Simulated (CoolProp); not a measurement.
Vapour-liquid equilibrium of R125 (1) + fluoroethane (R161) (2) at 182.6 K; x and y are mole fractions of (1).

Computed with CoolProp (multi-fluid Helmholtz-energy mixture model, Lemmon 2005 and Wu 2012; pair parameters Bell 2016).

```csv
x,bubble pressure (MPa),y at the bubble point,dew pressure at overall composition x (MPa),liquid density (mol/L)
0.05,0.003930,0.077,?,18.21
0.125,0.004137,0.199,0.004006,17.80
0.2,0.004398,0.319,0.004140,17.40
0.275,?,0.430,0.004295,17.01
0.35,0.005013,0.527,0.004475,16.63
0.425,0.005330,0.609,0.004681,16.26
0.5,0.005633,0.678,0.004919,15.90
0.575,0.005913,0.737,0.005193,?
0.65,0.006163,0.786,0.005505,15.22
0.725,?,?,0.005856,14.90
0.8,0.006578,?,?,?
0.875,0.006748,0.916,0.006587,14.29
0.95,0.006892,0.963,0.006858,14.00
```

### Question
Fill in the missing entries.

### Answer

- 0.05, dew pressure at overall composition x (MPa): 0.003892
- 0.275, bubble pressure (MPa): 0.004696
- 0.575, liquid density (mol/L): 15.56
- 0.725, bubble pressure (MPa): 0.006384
- 0.725, y at the bubble point: 0.831
- 0.8, y at the bubble point: 0.873
- 0.8, dew pressure at overall composition x (MPa): 0.006231
- 0.8, liquid density (mol/L): 14.59

No azeotrope shows between x = 0.05 and 0.95.

Pair parameters are fitted to limited data, so mixtures are less certain than the pure fluids. The gap from Raoult's law changes sign with composition, which may be real or a fault of the pair parameters; it wasn't checked against measurements.
